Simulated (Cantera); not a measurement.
Charge: 1 mol SiCl₄, 1.2 mol N₂, a varied amount of H₂, 2.2 mol NH₃, equilibrated at 1700 K and 0.00133 bar.

These are equilibrium values from Cantera (NASA tables, ideal gas, pure condensed phases), not measurements of a reactor. Candidate condensed phases: NH₄Cl, Si, Si₃N₄; 28 gas species. Gases not in the tables: Si₂H₆ and higher silanes. Kinetics and transport are ignored.

Q: Which condensed phases are stable at each of these points (n(H₂) (mol)): 0.53, 1, 2, 3.9, 7.7, 15, 29?

A: 
```
n(H₂) (mol)  condensed phases  Si condensed (%)
-----------  ----------------  ----------------
0.53                 gas only               0.0
1                    gas only               0.0
2                    gas only               0.0
3.9                  gas only               0.0
7.7                  gas only               0.0
15                      Si(l)               4.6
29                      Si(l)              23.8
```

From 0.53 mol H₂ to 7.7 mol H₂ nothing is condensed. From 15 mol H₂ to 29 mol H₂ the condensed part is Si(l).
